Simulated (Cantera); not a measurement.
# Ignition delay

Mixture: CH4 : C2H6 : O2 : N2 : CO2 = 1 : 0.14 : 3.51 : 18.2 : 2.2 (molar parts), at 750 Torr, adiabatic and at constant pressure. Ignition delay is the time to a rise of 400 K.

Model: GRI-Mech 3.0 (53 species, 325 reactions), integrated in Cantera.

```json
[
 {"T0 (K)": "1175", "delay (ms)": "6.29"},
 {"T0 (K)": "1250", "delay (ms)": "2.69"},
 {"T0 (K)": "1325", "delay (ms)": "1.28"},
 {"T0 (K)": "1400", "delay (ms)": "0.647"},
 {"T0 (K)": "1475", "delay (ms)": "0.340"}
]
```

```
Item                                                    Result
--------------------------------------------------  ----------
apparent activation energy between 1325 and 1475 K  140 kJ/mol
```
